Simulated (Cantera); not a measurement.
An isothermal, constant-pressure homogeneous reactor starts with 6.19 % H₂, 9.98 % O₂, 83.8 % N₂, at 925 K and 1.00 bar.

Computed with Cantera and GRI-Mech 3.0 (53 species, 325 reactions). Below about 950 K walls govern HO2 and H2O2 in real vessels. The temperature is held fixed by assumption; the heat of reaction is taken as removed at once.

x: mole fraction; the columns are a selection and need not sum to one.

```
t (s)        x H₂    x O₂      x NO      x OH     x HO₂     x H₂O
--------  -------  ------  --------  --------  --------  --------
1.00e-5    0.0619  0.0998    <1e-12    <1e-12  6.60e-12    <1e-12
3.46e-5    0.0619  0.0998    <1e-12    <1e-12  3.19e-11  8.22e-12
0.000119   0.0619  0.0998    <1e-12  1.24e-12  1.71e-10  7.51e-11
0.000412   0.0619  0.0998    <1e-12  1.55e-12  8.02e-10  4.24e-10
0.00143    0.0619  0.0998    <1e-12  1.68e-12   3.11e-9   1.75e-9
0.00492    0.0619  0.0998    <1e-12  2.25e-12   1.20e-8   7.29e-9
0.0170     0.0619  0.0998    <1e-12  6.07e-12   6.12e-8   4.52e-8
0.0588     0.0619  0.0998    <1e-12  1.37e-10   1.23e-6   1.49e-6
0.203      0.0570  0.0973  1.25e-12   1.26e-7   3.72e-5   0.00467
0.702         ___     ___  7.15e-12   1.16e-7       ___       ___
2.42      0.00162  0.0718  4.18e-12   9.23e-8   7.31e-6    0.0622
8.38      7.91e-5  0.0711    <1e-12   1.67e-8   6.75e-7    0.0638
28.9      1.09e-5  0.0711    <1e-12   3.96e-9   1.17e-7    0.0638
100       1.40e-6  0.0711    <1e-12   1.53e-9   2.21e-8    0.0639
```

Task: Some entries are withheld; supply them.

Result: 
- 0.702, x H₂: 0.0247
- 0.702, x O₂: 0.0823
- 0.702, x HO₂: 2.77e-5
- 0.702, x H₂O: 0.0381
